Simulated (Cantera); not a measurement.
Cantera run:

```python
import numpy as np
import cantera as ct

gas_names = """
    Cu CuF CuF2 Cu2 F F2
""".split()
cond_names = """
    Cu(cr) Cu(L) CuF2(s) CuF2(L)
""".split()


# ... load() reads the species with a 1 bar reference pressure and builds the phases ...
atoms = {
    'Cu': {'Cu': 1},
    'F2': {'F': 2},
}
top_T = {}  # K; cautious upper limits of use, not melting points


# ... equilibrate(T, P, feed) seeds the gas with the atoms and calls Mixture.equilibrate('TP', solver="vcs", rtol=1e-11, max_steps=5000) ...
results = []
feed = {'Cu': 1, 'F2': 2.5}  # mol
T = 873.15  # K
P = 830  # Pa
mix = equilibrate(T, P, feed)
results.append((T, P, feed, dict(zip(mix.species_names, mix.species_moles))))
print(gas.report(threshold=1e-06))
for i in range(1, mix.n_phases):
    print(f"{mix.phase(i).name:16s} {mix.phase_moles(i):12.5e} mol")
```

Result:

```
       temperature   873.15 K
          pressure   830 Pa
           density   0.0038548 kg/m^3
  mean mol. weight   33.716 kg/kmol
   phase of matter   gas

                          1 kg             1 kmol
                     ---------------   ---------------
          enthalpy        1.0732e+06        3.6184e+07  J
   internal energy        8.5787e+05        2.8924e+07  J
           entropy            8036.6        2.7097e+05  J/K
    Gibbs function        -5.944e+06       -2.0041e+08  J
 heat capacity c_p            983.85             33172  J/K
 heat capacity c_v            737.25             24857  J/K

                      mass frac. Y      mole frac. X     chem. pot. / RT
                     ---------------   ---------------   ---------------
              CuF2        5.0575e-05        1.6793e-05           -87.275
                 F           0.12698           0.22536           -15.555
                F2           0.87296           0.77462            -31.11
     [   +3 minor]        4.6427e-16        1.8964e-16

Cu(cr)            0.00000e+00 mol
CuF2(s)           9.99972e-01 mol
```

These are equilibrium values from Cantera (NASA tables, ideal gas, pure condensed phases), not measurements of a reactor.
